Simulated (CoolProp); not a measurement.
Vapour-liquid equilibrium of propane (1) + R134a (2) at 263.4 K; x and y are mole fractions of (1).

The numbers come from the multi-fluid Helmholtz-energy mixture model, Lemmon 2009 and Tillner-Roth 1994; pair parameters Bell 2016 in CoolProp.

```tsv
x	bubble pressure (MPa)	y at the bubble point	dew pressure at overall composition x (MPa)	liquid density (mol/L)
0.05	0.2728	0.275	0.2127	12.89
0.2	0.3816	0.522	0.2495	12.58
0.35	0.4168	0.589	0.2999	12.33
0.5	0.4284	0.621	0.3699	12.17
0.65	0.4321	0.653	0.4321	12.09
0.8	0.4250	0.714	0.4037	12.12
0.95	0.3813	0.879	0.3615	12.23
```

y crosses x between x = 0.65 and 0.8: the model has an azeotrope there.

Pair parameters are fitted to limited data, so mixtures are less certain than the pure fluids. With so large a gap from Raoult's law the liquid may split in two, which this calculation doesn't test in full.
